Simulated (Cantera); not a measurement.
An isothermal plug-flow reactor at 850 K and 760 Torr (inlet), inlet velocity 1.2 m/s, active area per volume 860 1/m; feed 4.29 % CH4, 1.67 % O2, 94.0 % N2, equivalence ratio 5.1.

Model: Deutschmann's 1995 Pt surface mechanism with GRI-Mech 3.0 gas chemistry, integrated in Cantera. Catalytic surfaces can have several steady states; this one follows from the mechanism file's or the stated starting coverage. Mass transfer to the wall is taken as infinitely fast.

**Question.** Predict: x(CH4) at z = 0.0096 m; x(O2) at z = 0.0096 m; x(H2O) at z = 0.0096 m; x(CO2) at z = 0.0096 m; x(CO) at z = 0.0096 m; θ(free Pt) at the exit; θ(H*) at the exit; θ(CO*) at the exit; θ(C*) at the exit.

**Answer.** 
```
Property                 Result
----------------------  -------
x(CH4) at z = 0.0096 m   0.0354
x(O2) at z = 0.0096 m   0.00611
x(H2O) at z = 0.0096 m   0.0137
x(CO2) at z = 0.0096 m  8.57e-6
x(CO) at z = 0.0096 m   0.00723
θ(free Pt) at the exit   0.0602
θ(H*) at the exit       0.00109
θ(CO*) at the exit       0.0251
θ(C*) at the exit         0.914
```
